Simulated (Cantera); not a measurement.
An adiabatic, constant-volume homogeneous reactor starts with H2 : O2 : N2 = 1 : 0.562 : 2.11 (molar parts), equivalence ratio 0.89, at 975 K and 100000 Pa. Integrator tolerance rtol = 1e-08.

Computed with Cantera and the H2/O2 subset of GRI-Mech 3.0, which has no nitrogen chemistry.

```csv
quantity,before,after
time of steepest temperature rise,0.664 ms,15.3 µs
temperature at 0.500 s,2859 K,2962 K
equilibrium temperature,2859 K,2962 K
x(H2) at 0.500 s,0.0277 (gas-phase equilibrium 0.0277),0.0399 (gas-phase equilibrium 0.0399)
x(O2) at 0.500 s,0.0249 (gas-phase equilibrium 0.0249),0.0280 (gas-phase equilibrium 0.0280)
x(H2O2) at 0.500 s,9.12e-7 (gas-phase equilibrium 9.12e-7),8.56e-7 (gas-phase equilibrium 8.56e-7)
x(O) at 0.500 s,0.00667 (gas-phase equilibrium 0.00667),0.0122 (gas-phase equilibrium 0.0122)
x(H2O) at 0.500 s,0.258 (gas-phase equilibrium 0.258),0.230 (gas-phase equilibrium 0.230)
x(OH) at 0.500 s,0.0286 (gas-phase equilibrium 0.0286),0.0384 (gas-phase equilibrium 0.0384)
x(H) at 0.500 s,0.0104 (gas-phase equilibrium 0.0104),0.0207 (gas-phase equilibrium 0.0207)
```

Problem. What was changed between the two runs?
A) N2 2.11 to 4.2 parts
B) initial temperature 975 to 1573 K
C) initial temperature 975 to 1450 K
D) pressure from 100000 Pa to 1900000 Pa

Solution. C, initial temperature 975 to 1450 K
